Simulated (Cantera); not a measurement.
A perfectly stirred reactor is fed with CO : H2 : O2 : N2 = 1 : 0.058 : 0.756 : 2.84 (molar parts), equivalence ratio 0.70, at 825 Torr; it is adiabatic with a 648 K inlet, and is followed from long to short residence time, starting on the burning branch (τ in s: 0.33, 0.14, 0.055, 0.023, 0.0092, 0.0038, 0.0015, 0.00062, 0.00025, 0.0001, 4.2e-05, 1.7e-05).

Detailed kinetics in Cantera: GRI-Mech 3.0 (53 species, 325 reactions).

Task: Predict: blow-out, bracketed by the residence times tried; x(CO) at τ = 0.330 s; x(H2) at τ = 0.330 s; x(O2) at τ = 0.330 s; x(H2O) at τ = 0.330 s; x(N2O) at τ = 0.330 s; x(CO) at τ = 1.50 ms; x(H2) at τ = 1.50 ms; x(O2) at τ = 1.50 ms; x(H2O) at τ = 1.50 ms; x(N2O) at τ = 1.50 ms.

Result: 
- blow-out, bracketed by the residence times tried = burning at 0.250 ms, out at 0.100 ms
- x(CO) at τ = 0.330 s = 0.0137
- x(H2) at τ = 0.330 s = 0.000135
- x(O2) at τ = 0.330 s = 0.0569
- x(H2O) at τ = 0.330 s = 0.0127
- x(N2O) at τ = 0.330 s = 4.47e-7
- x(CO) at τ = 1.50 ms = 0.0598
- x(H2) at τ = 1.50 ms = 0.000678
- x(O2) at τ = 1.50 ms = 0.0768
- x(H2O) at τ = 1.50 ms = 0.00957
- x(N2O) at τ = 1.50 ms = 5.53e-7
